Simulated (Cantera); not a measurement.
S + H2 (abatement and gas-phase synthesis)

A closed system holds: 1 mol S, 0.35 mol H2, at 1.73 Torr.

These are equilibrium values from Cantera (NASA tables, ideal gas, pure condensed phases), not measurements of a reactor. Candidate condensed phases: S; 7 gas species. Kinetics and transport are ignored.

From 1800 K to 2250 K nothing is condensed.

| T (K) | x S2 | x H2 | x S | x H | x SH | x H2S |
|---|---|---|---|---|---|---|
| 1800 | 0.564 | 0.384 | 0.0116 | 0.00463 | 0.0203 | 0.0150 |
| 1850 | 0.558 | 0.382 | 0.0171 | 0.00694 | 0.0230 | 0.0126 |
| 1900 | 0.551 | 0.378 | 0.0247 | 0.0102 | 0.0258 | 0.0106 |
| 1950 | 0.540 | 0.373 | 0.0348 | 0.0146 | 0.0286 | 0.00892 |
| 2000 | 0.527 | 0.366 | 0.0481 | 0.0205 | 0.0314 | 0.00752 |
| 2050 | 0.510 | 0.356 | 0.0652 | 0.0282 | 0.0340 | 0.00631 |
| 2100 | 0.489 | 0.345 | 0.0866 | 0.0381 | 0.0363 | 0.00527 |
| 2150 | 0.464 | 0.330 | 0.113 | 0.0505 | 0.0381 | 0.00436 |
| 2200 | 0.434 | 0.313 | 0.144 | 0.0657 | 0.0395 | 0.00356 |
| 2250 | 0.400 | 0.293 | 0.180 | 0.0839 | 0.0401 | 0.00287 |
x: gas mole fraction; nothing condenses.
